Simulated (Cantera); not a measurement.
A freely propagating, adiabatic, planar premixed flame of CH3OH : O2 : N2 = 1 : 1.36 : 5.13 (molar parts), equivalence ratio 1.1, unburnt at 450 K and 0.720 bar; mixture-averaged transport, grid criteria slope 0.08 and curve 0.16, no radiation.

Detailed kinetics in Cantera: GRI-Mech 3.0 (53 species, 325 reactions). GRI-Mech 3.0 was tuned for natural gas; its chemistry of methanol as a main component is partial and can be far from experiment. Burning velocities carry a grid error of a few per cent, more on coarse grids.

What does this change do: inlet temperature 450 to 700 K?


```csv
quantity,before,after
laminar burning velocity,96.5 cm/s,210 cm/s
thermal thickness,0.361 mm,0.303 mm
peak x(HCO),0.000318,0.000448
peak x(C2H),<1e-8,<1e-8
peak x(HCN),2.92e-7,4.10e-7
```
